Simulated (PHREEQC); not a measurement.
Make-up at 25 °C: 5.8 mol NaCl and 0.036 mol NaHCO3 per kg of water. Closed to the air; pH follows from the charge balance.

Computed with PHREEQC (Pitzer model, pitzer.dat).

Each row changes one thing in this solution. Precipitation was switched off in this run.

| case | pH | ionic strength (mol/kgw) |
|---|---|---|
| as made | 7.19 | 5.84 |
| NaCl left out | 8.15 | 0.0365 |
| NaHCO3 left out | 6.41 | 5.80 |
| diluted 10-fold with water | 7.86 | 0.584 |
| NaCl from 5.8 to 1.16 mol/kgw | 7.72 | 1.20 |

Species that the database lacks are ignored. In brines, pH and single-ion activities rest on the MacInnes convention.
